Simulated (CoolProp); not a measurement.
Hydrogen chloride at several states: density (kg/m³) from the reference equation and from simpler models built on Tc = 324.7 K, pc = 83.14 bar, ω = 0.130; each cubic takes its own stable root.

The numbers come from the reference Helmholtz-energy equation of state, Thol 2018 in CoolProp.

```json
[
 {"T (K)": "595.3", "p (bar)": "112", "phase": "supercritical", "reference": "87.14", "van der Waals": "88.94", "Redlich-Kwong": "87.13", "Soave-Redlich-Kwong": "84.63"},
 {"T (K)": "405.9", "p (bar)": "0.334", "phase": "gas", "reference": "0.3611", "van der Waals": "0.3611", "Redlich-Kwong": "0.3611", "Soave-Redlich-Kwong": "0.3611"},
 {"T (K)": "303.8", "p (bar)": "181", "phase": "liquid", "reference": "885.9", "van der Waals": "572.1", "Redlich-Kwong": "741.2", "Soave-Redlich-Kwong": "748.3"},
 {"T (K)": "182.7", "p (bar)": "15.6", "phase": "liquid", "reference": "1200", "van der Waals": "711.2", "Redlich-Kwong": "1050", "Soave-Redlich-Kwong": "1057"},
 {"T (K)": "469.3", "p (bar)": "164", "phase": "supercritical", "reference": "189.2", "van der Waals": "199.9", "Redlich-Kwong": "189.4", "Soave-Redlich-Kwong": "179.9"},
 {"T (K)": "257.1", "p (bar)": "25.3", "phase": "liquid", "reference": "990.6", "van der Waals": "53.25", "Redlich-Kwong": "831.1", "Soave-Redlich-Kwong": "849.4"}
]
```

At some of these states van der Waals gives the other phase, because its saturation line lies elsewhere.
